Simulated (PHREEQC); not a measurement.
Solution (73 °C): 0.08 mol H2SO4, 0.0018 mol FeSO4 and 0.00043 mol MgSO4 per kg of water. Closed to the air; pH follows from the charge balance.

The numbers come from PHREEQC with the ion-association model, wateq4f.dat.

Each row changes one thing in this solution. This is a speciation only: nothing precipitates in the calculation.

| case | pH | ionic strength (mol/kgw) | HSO4- (mol/kgw) | SO4-2 (mol/kgw) | Fe+2 (mol/kgw) | FeSO4 (mol/kgw) | SI of Melanterite (FeSO4:7H2O) | SI of Epsomite (MgSO4:7H2O) |
|---|---|---|---|---|---|---|---|---|
| as made | 1.16 | 0.0971 | 0.0741 | 0.00721 | 0.00108 | 0.000368 | -4.23 | -4.76 |
| H2SO4 replaced by ZnSO4 at the same molality | ___ | 0.156 | 3.67e-5 | 0.0322 | 0.000861 | 0.000938 | -3.81 | -4.51 |
| FeSO4 from 0.0018 to 0.00018 mol/kgw | 1.15 | 0.0947 | 0.0734 | 0.00700 | 0.000108 | 3.64e-5 | -5.23 | -4.77 |
| temperature from 73 to 80 °C | 1.16 | 0.0950 | 0.0752 | 0.00613 | 0.00109 | 0.000343 | -4.34 | ___ |
| H2SO4 replaced by NiSO4 at the same molality | 5.59 | 0.171 | ___ | 0.0426 | 0.000766 | 0.00103 | -3.77 | -4.48 |

Q: Complete the blanks.

A: 
- H2SO4 replaced by ZnSO4 at the same molality, pH: 5.06
- temperature from 73 to 80 °C, SI of Epsomite (MgSO4:7H2O): -4.87
- H2SO4 replaced by NiSO4 at the same molality, HSO4- (mol/kgw): 1.38e-5

Complexes and solids missing from the database can't appear. Constants without temperature data keep their 25 °C values here.
